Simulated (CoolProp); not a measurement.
Saturation properties of the fluoroketone C6F12O (FK-5-1-12) (Tc = 168.7 °C, pc = 1.869 MPa, ω = 0.471).

Model: reference Helmholtz-energy equation of state, McLinden 2015, in CoolProp.

```tsv
T (°C)	p (MPa)	liquid density (kg/m³)	liquid cp (kJ/(kg K))
-42.65	0.0007676	1793	1.095
-29.25	0.002108	1757	1.091
-15.85	0.005072	…	1.089
-2.45	0.01094	…	1.091
10.95	0.02155	1644	1.095
24.35	…	1604	1.102
37.75	0.06724	1563	1.111
51.15	0.1089	1520	1.124
64.55	0.1684	1475	1.139
77.95	0.2503	1427	…
91.35	0.3596	…	1.181
104.75	0.5019	1318	1.210
118.15	…	1255	…
```

Task: Some entries are withheld; supply them.

Result: 
- -15.85, liquid density (kg/m³): 1720
- -2.45, liquid density (kg/m³): 1682
- 24.35, p (MPa): 0.03931
- 77.95, liquid cp (kJ/(kg K)): 1.158
- 91.35, liquid density (kg/m³): 1375
- 118.15, p (MPa): 0.6832
- 118.15, liquid cp (kJ/(kg K)): 1.250

It boils at 49.1 °C under 1 atm.
